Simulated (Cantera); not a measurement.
A closed system holds: 1 mol Si, 22 mol H2O, 1.7 mol CO, equilibrated at 0.0140 bar.

Cantera equilibrium calculation (NASA polynomials, part measured and part estimated; ideal gas, pure solids and liquids). Candidate condensed phases: C, C6H6, C7H8, C8H18, H2O, Si, SiC, SiO2; 123 gas species. The tables hold silica as quartz up to 1696 K and as liquid above; real silica turns to tridymite and cristobalite and melts near 1996 K. Gases not in the tables: Si(OH)4. Kinetics and transport are ignored.

Which condensed phases are stable at each of these points (T (K)): 1573, 1623, 1673, 1723, 1773, 1823, 1873, 1923, 1973, 2023?


```json
[
 {"T (K)": "1573", "condensed phases": "SiO2(β-quartz)", "Si condensed (%)": "100.0"},
 {"T (K)": "1623", "condensed phases": "SiO2(β-quartz)", "Si condensed (%)": "100.0"},
 {"T (K)": "1673", "condensed phases": "SiO2(β-quartz)", "Si condensed (%)": "100.0"},
 {"T (K)": "1723", "condensed phases": "SiO2(condensed)", "Si condensed (%)": "100.0"},
 {"T (K)": "1773", "condensed phases": "SiO2(condensed)", "Si condensed (%)": "100.0"},
 {"T (K)": "1823", "condensed phases": "SiO2(condensed)", "Si condensed (%)": "99.9"},
 {"T (K)": "1873", "condensed phases": "SiO2(condensed)", "Si condensed (%)": "99.8"},
 {"T (K)": "1923", "condensed phases": "SiO2(condensed)", "Si condensed (%)": "99.4"},
 {"T (K)": "1973", "condensed phases": "SiO2(condensed)", "Si condensed (%)": "98.7"},
 {"T (K)": "2023", "condensed phases": "SiO2(l)", "Si condensed (%)": "97.2"}
]
```

From 1573 K to 1673 K the condensed part is SiO2(β-quartz). From 1723 K to 1973 K the condensed part is SiO2(condensed). At 2023 K the condensed part is SiO2(l).
